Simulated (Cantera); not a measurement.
What does this Cantera script print?

```python
import numpy as np
import cantera as ct

gas = ct.Solution("gri30.yaml")
gas.TPX = 2000, 110000, {'NO': 1, 'N2': 2.5}
reactor = ct.IdealGasConstPressureReactor(gas, energy="off", clone=False)
net = ct.ReactorNet([reactor])
net.rtol, net.atol = 1e-08, 1e-18
show = ['NO', 'O', 'NO2', 'N2', 'O2']
times = np.geomspace(6e-06, 40, 15)

steps = ct.SolutionArray(gas, extra=["t"])
rows = []
print(f"{'t/s':>10s}{'T/K':>9s}{'P/Pa':>11s}" + "".join(f"{s:>11s}" for s in show))
for t in times:
    while net.time < t:
        t_next = net.step()
        steps.append(gas.state, t=t_next)
    rows.append([np.interp(t, steps.t, y) for y in (steps.T, steps.P, *steps(*show).X.T)])
    print(f"{t:10.3e}{rows[-1][0]:9.1f}{rows[-1][1]:11.4g}" + "".join(f"{x:11.3e}" for x in rows[-1][2:]))
rate = np.gradient(steps.T, steps.t)
print("integrator steps:", len(steps.t))
if steps.T.max() > steps.T[0] + 200:
    print(f"time of steepest temperature rise: {steps.t[rate.argmax()]:.4e} s")
gas.TPX = 2000, 110000, {'NO': 1, 'N2': 2.5}
gas.equilibrate("TP")
print(f"equilibrium (TP): T = {gas.T:.1f} K  " + "  ".join(f"{s} {gas[s].X[0]:.3e}" for s in show))
```

It prints:

```
       t/s      T/K       P/Pa         NO          O        NO2         N2         O2
 6.000e-06   2000.0    1.1e+05  2.857e-01  5.800e-07  5.076e-08  7.143e-01  8.518e-10
 1.843e-05   2000.0    1.1e+05  2.857e-01  1.562e-06  4.063e-07  7.143e-01  7.398e-09
 5.662e-05   2000.0    1.1e+05  2.857e-01  3.755e-06  2.557e-06  7.143e-01  6.133e-08
 1.739e-04   2000.0    1.1e+05  2.857e-01  9.645e-06  1.170e-05  7.143e-01  6.029e-07
 5.344e-04   2000.0    1.1e+05  2.856e-01  2.762e-05  4.208e-05  7.143e-01  9.463e-06
 1.642e-03   2000.0    1.1e+05  2.853e-01  4.709e-05  7.637e-05  7.145e-01  1.141e-04
 5.043e-03   2000.0    1.1e+05  2.844e-01  4.993e-05  8.115e-05  7.149e-01  5.380e-04
 1.549e-02   2000.0    1.1e+05  2.818e-01  5.500e-05  8.924e-05  7.162e-01  1.848e-03
 4.759e-02   2000.0    1.1e+05  2.737e-01  6.818e-05  1.090e-04  7.203e-01  5.870e-03
 1.462e-01   2000.0    1.1e+05  2.496e-01  9.725e-05  1.445e-04  7.323e-01  1.787e-02
 4.491e-01   2000.0    1.1e+05  1.873e-01  1.477e-04  1.674e-04  7.634e-01  4.898e-02
 1.380e+00   2000.0    1.1e+05  8.373e-02  2.056e-04  1.052e-04  8.152e-01  1.008e-01
 4.239e+00   2000.0    1.1e+05  1.712e-02  2.353e-04  2.472e-05  8.485e-01  1.341e-01
 1.302e+01   2000.0    1.1e+05  6.696e-03  2.396e-04  9.851e-06  8.537e-01  1.394e-01
 4.000e+01   2000.0    1.1e+05  6.522e-03  2.396e-04  9.599e-06  8.538e-01  1.394e-01
integrator steps: 1126
equilibrium (TP): T = 2000.0 K  NO 6.522e-03  O 2.396e-04  NO2 9.599e-06  N2 8.538e-01  O2 1.394e-01
```

Computed with Cantera and GRI-Mech 3.0 (53 species, 325 reactions).
